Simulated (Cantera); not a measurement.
What does this Cantera script print?

```python
import numpy as np
import cantera as ct

gas_names = """
    B BH BH2 BH3 BN B2 H H2 N NH NH2 NH3 N2 N2H2 N2H4
""".split()
cond_names = """
    B(b) B(L) BN(s)
""".split()


# ... load() reads the species with a 1 bar reference pressure and builds the phases ...
atoms = {
    'borazine': {'B': 3, 'N': 3, 'H': 6},
    'H2': {'H': 2},
    'N2': {'N': 2},
}
top_T = {'BN(s)': 3200}  # K; cautious upper limits of use, not melting points


# ... equilibrate(T, P, feed) seeds the gas with the atoms and calls Mixture.equilibrate('TP', solver="vcs", rtol=1e-11, max_steps=5000) ...
results = []
feed = {'borazine': 1, 'H2': 9.4, 'N2': 0.19}  # mol
T = 2200  # K
P = 13332.2  # Pa
mix = equilibrate(T, P, feed)
results.append((T, P, feed, dict(zip(mix.species_names, mix.species_moles))))
print(gas.report(threshold=1e-05))
for i in range(1, mix.n_phases):
    print(f"{mix.phase(i).name:16s} {mix.phase_moles(i):12.5e} mol")
```

Result:

```
       temperature   2200 K
          pressure   13332 Pa
           density   0.0017632 kg/m^3
  mean mol. weight   2.4191 kg/kmol
   phase of matter   gas

                          1 kg             1 kmol
                     ---------------   ---------------
          enthalpy        2.6143e+07        6.3242e+07  J
   internal energy        1.8581e+07         4.495e+07  J
           entropy             86999        2.1046e+05  J/K
    Gibbs function       -1.6526e+08       -3.9977e+08  J
 heat capacity c_p             14337             34683  J/K
 heat capacity c_v             10900             26368  J/K

                      mass frac. Y      mole frac. X     chem. pot. / RT
                     ---------------   ---------------   ---------------
                 B         8.467e-05        1.8948e-05           -3.5643
               BH2         0.0062829          0.001185             -25.4
               BH3        0.00010509        1.8377e-05           -36.318
                 H         0.0063236          0.015176           -10.918
                H2           0.80671           0.96801           -21.836
                N2           0.18045          0.015582           -33.443
     [   +9 minor]        4.6871e-05        8.8362e-06

B(b)              0.00000e+00 mol
BN(s)             2.98437e+00 mol
```

These are equilibrium values from Cantera (NASA tables, ideal gas, pure condensed phases), not measurements of a reactor. The feed counts by its element totals alone. The tables' values for BH2 are old estimates; treat these amounts as uncertain. Gases not in the tables: B2H6 and higher boranes.
